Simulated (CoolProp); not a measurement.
R507A at 336.25 K and 1.34 MPa flows at 7.5 m/s in a round tube of 4.6 mm bore and 0.25 µm roughness, fully developed (64/Re and Nu = 3.66 if laminar; Colebrook and Gnielinski if turbulent). Each further row changes one setting.

The numbers come from the reference Helmholtz-energy equation of state, Lemmon 2003 in CoolProp. It is a pseudo-pure fit of the blend.

```json
[
 {"case": "as stated", "Reynolds number": "135000", "Darcy friction factor": "0.0173", "pressure drop (Pa/m)": "5930", "heat-transfer coefficient (W/(m² K))": "…", "mass flow (kg/h)": "25.2"},
 {"case": "velocity 15 m/s", "Reynolds number": "270000", "Darcy friction factor": "…", "pressure drop (Pa/m)": "…", "heat-transfer coefficient (W/(m² K))": "1820", "mass flow (kg/h)": "50.5"},
 {"case": "diameter 9.2 mm", "Reynolds number": "270000", "Darcy friction factor": "…", "pressure drop (Pa/m)": "2580", "heat-transfer coefficient (W/(m² K))": "894", "mass flow (kg/h)": "101"}
]
```

**Question.** Fill in the missing entries.

**Answer.** 
- as stated, heat-transfer coefficient (W/(m² K)): 1030
- velocity 15 m/s, Darcy friction factor: 0.0153
- velocity 15 m/s, pressure drop (Pa/m): 21000
- diameter 9.2 mm, Darcy friction factor: 0.0150

Viscosity comes from a separate model (Geller 2000). Thermal conductivity comes from a separate model (Geller 2001).
